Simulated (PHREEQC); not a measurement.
Buffer (model solution)

Dissolve 0.14 mol/kgw NaHSO4 and 0.00048 mol/kgw Na2CO3 at 25 °C. Closed to the air; pH follows from the charge balance.

The numbers come from PHREEQC with the ion-association model, phreeqc.dat.

This is a speciation only: nothing precipitates in the calculation.

Question: Predict the pH, density, specific conductance.

Answer: pH 1.34; density 1.010 g/cm³; specific conductance 28800 µS/cm.

Question: In which forms is S present?

Answer: HSO4- 58 %, SO4-2 35 %, NaSO4- 6.4 % of the S.
